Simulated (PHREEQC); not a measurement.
# Copper plating or etch bath: speciation

Consider water at 20 °C with 0.0038 mol CuCl2 and 0.0036 mol HNO3 per kg of water. Closed to the air; pH follows from the charge balance.

All values are PHREEQC results (ion-association model, phreeqc.dat), not measurements.

```json
{
  "pH": "2.49",
  "ionic_strength": "0.0149 mol/kgw",
  "specific_conductance": "2020 µS/cm",
  "total_alkalinity": "-3.60 meq/kg"
}
```

| species | molality | activity | log γ |
|---|---|---|---|
| Cl- | 0.00756 | 0.00668 | -0.054 |
| Cu+2 | 0.00376 | 0.00238 | -0.199 |
| H+ | 0.00360 | 0.00324 | -0.045 |
| NO3- | 0.00360 | 0.00317 | -0.055 |
| CuCl+ | 3.77e-5 | 3.33e-5 | -0.053 |
| CuCl2 | 1.13e-7 | 1.13e-7 | 0.001 |
| CuOH+ | 8.29e-9 | 7.33e-9 | -0.053 |

This is a speciation only: nothing precipitates in the calculation. Species that the database lacks are ignored.
